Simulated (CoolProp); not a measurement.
Vapour-liquid equilibrium of isobutene (1) + n-butane (2) at 362.7 K; x and y are mole fractions of (1).

Computed with CoolProp (multi-fluid Helmholtz-energy mixture model, Lemmon 2005 and Bücker 2006; pair parameters Bell 2016).

```json
[
 {"x": "0.05", "bubble pressure (bar)": "12.53", "y at the bubble point": "0.058", "dew pressure at overall composition x (bar)": "12.51", "liquid density (mol/L)": "8.365"},
 {"x": "0.15", "bubble pressure (bar)": "12.83", "y at the bubble point": "0.171", "dew pressure at overall composition x (bar)": "12.77", "liquid density (mol/L)": "8.401"},
 {"x": "0.25", "bubble pressure (bar)": "13.11", "y at the bubble point": "0.278", "dew pressure at overall composition x (bar)": "13.04", "liquid density (mol/L)": "8.439"},
 {"x": "0.35", "bubble pressure (bar)": "13.38", "y at the bubble point": "0.382", "dew pressure at overall composition x (bar)": "13.29", "liquid density (mol/L)": "8.478"},
 {"x": "0.45", "bubble pressure (bar)": "13.63", "y at the bubble point": "0.482", "dew pressure at overall composition x (bar)": "13.55", "liquid density (mol/L)": "8.520"},
 {"x": "0.55", "bubble pressure (bar)": "13.88", "y at the bubble point": "0.581", "dew pressure at overall composition x (bar)": "13.80", "liquid density (mol/L)": "8.563"},
 {"x": "0.65", "bubble pressure (bar)": "14.12", "y at the bubble point": "0.677", "dew pressure at overall composition x (bar)": "14.05", "liquid density (mol/L)": "8.608"},
 {"x": "0.75", "bubble pressure (bar)": "14.35", "y at the bubble point": "0.771", "dew pressure at overall composition x (bar)": "14.30", "liquid density (mol/L)": "8.654"},
 {"x": "0.85", "bubble pressure (bar)": "14.58", "y at the bubble point": "0.864", "dew pressure at overall composition x (bar)": "14.55", "liquid density (mol/L)": "8.702"},
 {"x": "0.95", "bubble pressure (bar)": "14.80", "y at the bubble point": "0.955", "dew pressure at overall composition x (bar)": "14.79", "liquid density (mol/L)": "8.751"}
]
```

No azeotrope shows between x = 0.05 and 0.95.

The pair parameters rest on a limited set of measurements; away from them the model extrapolates.
